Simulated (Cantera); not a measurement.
Charge: 1 mol SiH2Cl2, 1.6 mol N2, 0.62 mol H2, at 85.0 Pa.

These are equilibrium values from Cantera (NASA tables, ideal gas, pure condensed phases), not measurements of a reactor. Candidate condensed phases: NH4Cl, Si, Si3N4; 28 gas species. N2 is the only nitrogen source here; it is nearly inert below about 1500 K, so the nitride shown seldom forms there in practice. The tables' values for SiCl3 are old estimates; treat these amounts as uncertain. Equilibrium is a limit: real reactors are often held back by kinetics, nucleation or transport. All values below are at 1027 °C.

Base state: HCl 0.414, N2 0.293, H2 0.241, SiCl2 0.0301, SiCl4 0.0133, SiCl3 0.00822, SiHCl3 0.000353, Cl 2.70e-5 (mole fractions); condensed: Si3N4(s).

Task: What changes in the equilibrium state with this change: H2 from 0.62 to 2.4 mol?

Result: 
| species | before | after |
|---|---|---|
| H2 | 0.241 | 0.467 |
| HCl | 0.414 | 0.330 |
| N2 | 0.293 | 0.185 |
| SiCl4 | 0.0133 | 0.00195 |
| SiCl2 | 0.0301 | 0.0134 |
| SiCl3 | 0.00822 | 0.00210 |
| SiHCl3 | 0.000353 | 0.000126 |
| Cl | 2.70e-5 | 1.55e-5 |
| Si3N4(s), mol | 0.271 | 0.302 |
